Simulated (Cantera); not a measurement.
Cantera run:

```python
import numpy as np
import cantera as ct

gas_names = """
    Br Br2 H HBr H2 Pb PbBr PbBr2 PbBr4 Pb2
""".split()
cond_names = """
    Br2(cr) Br2(L) Pb(cr) Pb(L) PbBr2(s) PbBr2(L)
""".split()


# ... load() reads the species with a 1 bar reference pressure and builds the phases ...
atoms = {
    'PbBr2': {'Pb': 1, 'Br': 2},
    'H2': {'H': 2},
}
top_T = {}  # K; cautious upper limits of use, not melting points


# ... equilibrate(T, P, feed) seeds the gas with the atoms and calls Mixture.equilibrate('TP', solver="vcs", rtol=1e-11, max_steps=5000) ...
results = []
P = 1.9  # Pa
for T in [775, 825, 875, 925, 975, 1025, 1075, 1125, 1175, 1225, 1275, 1325, 1375]:
    for m in [0.11, 0.19, 0.33, 0.58, 1, 1.8, 3.1, 5.5, 9.5, 17, 29, 51, 89]:
        feed = {'PbBr2': 1, 'H2': m}  # mol
        mix = equilibrate(T, P, feed)
        results.append((T, P, feed, dict(zip(mix.species_names, mix.species_moles))))

for T, P, feed, n in results:
    print(f"{T:7g} {feed['H2']:10.4g}  " + (" + ".join(c for c in cond_names if n.get(c, 0) > 1e-12) or "gas only"))
```

Result:

```
    775       0.11  Pb(L)
    775       0.19  Pb(L)
    775       0.33  Pb(L)
    775       0.58  Pb(L)
    775          1  Pb(L)
    775        1.8  Pb(L)
    775        3.1  Pb(L)
    775        5.5  Pb(L)
    775        9.5  Pb(L)
    775         17  Pb(L)
    775         29  Pb(L)
    775         51  Pb(L)
    775         89  Pb(L)
    825       0.11  Pb(L)
    825       0.19  Pb(L)
    825       0.33  Pb(L)
    825       0.58  Pb(L)
    825          1  Pb(L)
    825        1.8  Pb(L)
    825        3.1  Pb(L)
    825        5.5  Pb(L)
    825        9.5  Pb(L)
    825         17  Pb(L)
    825         29  Pb(L)
    825         51  gas only
    825         89  gas only
    875       0.11  Pb(L)
    875       0.19  Pb(L)
    875       0.33  Pb(L)
    875       0.58  Pb(L)
    875          1  Pb(L)
    875        1.8  Pb(L)
    875        3.1  Pb(L)
    875        5.5  Pb(L)
    875        9.5  gas only
    875         17  gas only
    875         29  gas only
    875         51  gas only
    875         89  gas only
    925       0.11  Pb(L)
    925       0.19  Pb(L)
    925       0.33  Pb(L)
    925       0.58  gas only
    925          1  gas only
    925        1.8  gas only
    925        3.1  gas only
    925        5.5  gas only
    925        9.5  gas only
    925         17  gas only
    925         29  gas only
    925         51  gas only
    925         89  gas only
    975       0.11  gas only
    975       0.19  gas only
    975       0.33  gas only
    975       0.58  gas only
    975          1  gas only
    975        1.8  gas only
    975        3.1  gas only
    975        5.5  gas only
    975        9.5  gas only
    975         17  gas only
    975         29  gas only
    975         51  gas only
    975         89  gas only
   1025       0.11  gas only
   1025       0.19  gas only
   1025       0.33  gas only
   1025       0.58  gas only
   1025          1  gas only
   1025        1.8  gas only
   1025        3.1  gas only
   1025        5.5  gas only
   1025        9.5  gas only
   1025         17  gas only
   1025         29  gas only
   1025         51  gas only
   1025         89  gas only
   1075       0.11  gas only
   1075       0.19  gas only
   1075       0.33  gas only
   1075       0.58  gas only
   1075          1  gas only
   1075        1.8  gas only
   1075        3.1  gas only
   1075        5.5  gas only
   1075        9.5  gas only
   1075         17  gas only
   1075         29  gas only
   1075         51  gas only
   1075         89  gas only
   1125       0.11  gas only
   1125       0.19  gas only
   1125       0.33  gas only
   1125       0.58  gas only
   1125          1  gas only
   1125        1.8  gas only
   1125        3.1  gas only
   1125        5.5  gas only
   1125        9.5  gas only
   1125         17  gas only
   1125         29  gas only
   1125         51  gas only
   1125         89  gas only
   1175       0.11  gas only
   1175       0.19  gas only
   1175       0.33  gas only
   1175       0.58  gas only
   1175          1  gas only
   1175        1.8  gas only
   1175        3.1  gas only
   1175        5.5  gas only
   1175        9.5  gas only
   1175         17  gas only
   1175         29  gas only
   1175         51  gas only
   1175         89  gas only
   1225       0.11  gas only
   1225       0.19  gas only
   1225       0.33  gas only
   1225       0.58  gas only
   1225          1  gas only
   1225        1.8  gas only
   1225        3.1  gas only
   1225        5.5  gas only
   1225        9.5  gas only
   1225         17  gas only
   1225         29  gas only
   1225         51  gas only
   1225         89  gas only
   1275       0.11  gas only
   1275       0.19  gas only
   1275       0.33  gas only
   1275       0.58  gas only
   1275          1  gas only
   1275        1.8  gas only
   1275        3.1  gas only
   1275        5.5  gas only
   1275        9.5  gas only
   1275         17  gas only
   1275         29  gas only
   1275         51  gas only
   1275         89  gas only
   1325       0.11  gas only
   1325       0.19  gas only
   1325       0.33  gas only
   1325       0.58  gas only
   1325          1  gas only
   1325        1.8  gas only
   1325        3.1  gas only
   1325        5.5  gas only
   1325        9.5  gas only
   1325         17  gas only
   1325         29  gas only
   1325         51  gas only
   1325         89  gas only
   1375       0.11  gas only
   1375       0.19  gas only
   1375       0.33  gas only
   1375       0.58  gas only
   1375          1  gas only
   1375        1.8  gas only
   1375        3.1  gas only
   1375        5.5  gas only
   1375        9.5  gas only
   1375         17  gas only
   1375         29  gas only
   1375         51  gas only
   1375         89  gas only
```

Equilibrium computed with Cantera from the NASA thermochemical tables; the gas is ideal and each condensed phase is pure.
